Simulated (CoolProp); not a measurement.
2000 sccm (0 °C, 1 atm) of nitrogen bubbles through liquid octamethyltrisiloxane (MDM) at 315.5 K and leaves saturated at a total pressure of 0.0157 MPa (ideal gas phase). Each further row changes one setting.

Model: reference Helmholtz-energy equation of state, Thol 2017, in CoolProp.

```json
[
 {"case": "as stated", "vapour pressure (kPa)": "1.44", "mole fraction of vapour": "0.0915", "delivery (mg/min)": "2130", "delivery (sccm)": "201", "change of delivery for a bath 1 K warmer (%)": "6.4"},
 {"case": "bath temperature 320.5 K", "vapour pressure (kPa)": "1.90", "mole fraction of vapour": "0.121", "delivery (mg/min)": "2900", "delivery (sccm)": "275", "change of delivery for a bath 1 K warmer (%)": "6.4"},
 {"case": "total pressure 0.0314 MPa", "vapour pressure (kPa)": "1.44", "mole fraction of vapour": "0.0458", "delivery (mg/min)": "1010", "delivery (sccm)": "95.9", "change of delivery for a bath 1 K warmer (%)": "6.1"}
]
```
